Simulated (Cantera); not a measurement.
# Premixed flame

A freely propagating, adiabatic, planar premixed flame of H₂ : O₂ : N₂ = 1 : 0.98 : 3.69 (molar parts), equivalence ratio 0.51, unburnt at 400 K and 1.10 bar; multicomponent+Soret transport, grid criteria slope 0.08 and curve 0.16, no radiation.

Computed with Cantera and the H2/O2 subset of GRI-Mech 3.0, which has no nitrogen chemistry. Burning velocities carry a grid error of a few per cent, more on coarse grids. Lean hydrogen flames are cellular in practice and burn faster than this planar one.

```json
[
 {"z (mm)": "-1.15", "T (K)": "400", "u (m/s)": "0.787", "x H₂": "0.174", "x O₂": "0.173", "x H": "<1e-8", "x HO₂": "1.78e-8", "x O": "<1e-8", "x H₂O": "4.24e-6"},
 {"z (mm)": "-0.769", "T (K)": "401", "u (m/s)": "0.784", "x H₂": "0.169", "x O₂": "0.174", "x H": "<1e-8", "x HO₂": "2.12e-7", "x O": "<1e-8", "x H₂O": "4.24e-5"},
 {"z (mm)": "-0.577", "T (K)": "403", "u (m/s)": "0.781", "x H₂": "0.161", "x O₂": "0.176", "x H": "<1e-8", "x HO₂": "1.50e-6", "x O": "<1e-8", "x H₂O": "0.000251"},
 {"z (mm)": "-0.384", "T (K)": "417", "u (m/s)": "0.790", "x H₂": "0.139", "x O₂": "0.180", "x H": "<1e-8", "x HO₂": "1.33e-5", "x O": "6.36e-8", "x H₂O": "0.00176"},
 {"z (mm)": "-0.192", "T (K)": "586", "u (m/s)": "1.07", "x H₂": "0.0921", "x O₂": "0.180", "x H": "2.44e-5", "x HO₂": "0.000280", "x O": "1.08e-5", "x H₂O": "0.0232"},
 {"z (mm)": "-0.0961", "T (K)": "873", "u (m/s)": "1.57", "x H₂": "0.0632", "x O₂": "0.163", "x H": "0.000768", "x HO₂": "0.000232", "x O": "0.000268", "x H₂O": "0.0622"},
 {"z (mm)": "0", "T (K)": "1171", "u (m/s)": "2.11", "x H₂": "0.0341", "x O₂": "0.136", "x H": "0.00305", "x HO₂": "0.000125", "x O": "0.00179", "x H₂O": "0.112"},
 {"z (mm)": "0.0961", "T (K)": "1370", "u (m/s)": "2.47", "x H₂": "0.0147", "x O₂": "0.114", "x H": "0.00420", "x HO₂": "7.87e-5", "x O": "0.00361", "x H₂O": "0.148"},
 {"z (mm)": "0.192", "T (K)": "1483", "u (m/s)": "2.67", "x H₂": "0.00679", "x O₂": "0.104", "x H": "0.00346", "x HO₂": "5.63e-5", "x O": "0.00396", "x H₂O": "0.164"},
 {"z (mm)": "0.384", "T (K)": "1588", "u (m/s)": "2.85", "x H₂": "0.00272", "x O₂": "0.0989", "x H": "0.00161", "x HO₂": "3.42e-5", "x O": "0.00276", "x H₂O": "0.175"},
 {"z (mm)": "0.769", "T (K)": "1652", "u (m/s)": "2.96", "x H₂": "0.00105", "x O₂": "0.0981", "x H": "0.000390", "x HO₂": "1.59e-5", "x O": "0.00114", "x H₂O": "0.180"},
 {"z (mm)": "1.54", "T (K)": "1678", "u (m/s)": "3.01", "x H₂": "0.000304", "x O₂": "0.0983", "x H": "5.96e-5", "x HO₂": "5.38e-6", "x O": "0.000331", "x H₂O": "0.183"},
 {"z (mm)": "3.08", "T (K)": "1686", "u (m/s)": "3.02", "x H₂": "7.85e-5", "x O₂": "0.0986", "x H": "8.04e-6", "x HO₂": "1.67e-6", "x O": "8.85e-5", "x H₂O": "0.183"}
]
```
x: mole fraction of selected species; z is measured from the peak of heat release.

* **laminar burning velocity**: 78.9 cm/s
* **thermal thickness**: 0.384 mm
* **peak x(H)**: 0.00420
* **peak x(HO₂)**: 0.000314
* **peak x(O)**: 0.00399
* **grid points**: 107
